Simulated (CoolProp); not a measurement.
The numbers come from the reference Helmholtz-energy equation of state, Lemmon 2006 in CoolProp. It is a short technical equation, of lower accuracy than the large ones.

Question: For CH3F (R41), give the phase and the Z, cp (kJ/(kg K)), isothermal compressibility (1/MPa), expansivity (1/kK) at -10.55 °C and 2.27 MPa.

Answer: 
- -10.55 °C and 2.27 MPa: liquid; Z 0.0494, cp 2.43, isothermal compressibility 0.00598, expansivity 4.47
